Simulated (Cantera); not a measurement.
Input (Python, Cantera) and output of one run.

```python
import numpy as np
import cantera as ct

gas_names = [...]  # 127 gases of nasa_gas.yaml made of C, Fe, H, O, S
cond_names = """
    C(gr) C6H6(L) C7H8(L) C8H18(L),n-octa Fe(a) Fe(c) Fe(d) Fe(L) FeC5O5(L) FeO(s) FeO(L) Fe(OH)2(s)
    Fe(OH)3(s) FeS(a) FeS(b) FeS(c) FeS(L) FeSO4(s) FeS2(s) Fe2O3(s) Fe2S3O12(s) Fe3O4(s) H2O(s) H2O(L)
    H2SO4(L) S(cr1) S(cr2) S(L)
""".split()


# ... load() reads the species with a 1 bar reference pressure and builds the phases ...
atoms = {
    'Fe': {'Fe': 1},
    'H2S': {'H': 2, 'S': 1},
    'CO': {'C': 1, 'O': 1},
}
top_T = {'C(gr)': 4500, 'FeSO4(s)': 950, 'FeS2(s)': 1010, 'Fe2O3(s)': 1830, 'Fe2S3O12(s)': 1100, 'Fe3O4(s)': 1870}  # K; cautious upper limits of use, not melting points


# ... equilibrate(T, P, feed) seeds the gas with the atoms and calls Mixture.equilibrate('TP', solver="vcs", rtol=1e-11, max_steps=5000) ...
results = []
feed = {'Fe': 1, 'H2S': 0.0094, 'CO': 2}  # mol
T = 873.15  # K
P = 60  # Pa
mix = equilibrate(T, P, feed)
results.append((T, P, feed, dict(zip(mix.species_names, mix.species_moles))))
print(gas.report(threshold=0.0001))
for i in range(1, mix.n_phases):
    print(f"{mix.phase(i).name:16s} {mix.phase_moles(i):12.5e} mol")
```

Output:

```
       temperature   873.15 K
          pressure   60 Pa
           density   0.00023136 kg/m^3
  mean mol. weight   27.994 kg/kmol
   phase of matter   gas

                          1 kg             1 kmol
                     ---------------   ---------------
          enthalpy       -3.3687e+06       -9.4304e+07  J
   internal energy        -3.628e+06       -1.0156e+08  J
           entropy             10440        2.9225e+05  J/K
    Gibbs function       -1.2484e+07       -3.4948e+08  J
 heat capacity c_p            1162.7             32548  J/K
 heat capacity c_v            865.65             24233  J/K

                      mass frac. Y      mole frac. X     chem. pot. / RT
                     ---------------   ---------------   ---------------
                CO           0.98921           0.98865           -47.915
               CO2          0.010423           0.00663           -94.488
                H2        0.00033815         0.0046956           -29.959
     [ +124 minor]        3.3541e-05        2.4617e-05

C(gr)             1.32579e-02 mol
Fe(a)             9.90626e-01 mol
FeC5O5(L)         0.00000e+00 mol
FeO(s)            0.00000e+00 mol
Fe(OH)2(s)        0.00000e+00 mol
Fe(OH)3(s)        0.00000e+00 mol
FeS(c)            9.37444e-03 mol
FeSO4(s)          0.00000e+00 mol
FeS2(s)           0.00000e+00 mol
Fe2O3(s)          0.00000e+00 mol
Fe2S3O12(s)       0.00000e+00 mol
Fe3O4(s)          0.00000e+00 mol
H2SO4(L)          0.00000e+00 mol
S(L)              0.00000e+00 mol
```

Equilibrium computed with Cantera from the NASA thermochemical tables; the gas is ideal and each condensed phase is pure. FeS: taken at fixed stoichiometry. Condensed phases not in the tables: cementite and carbon dissolved in iron.
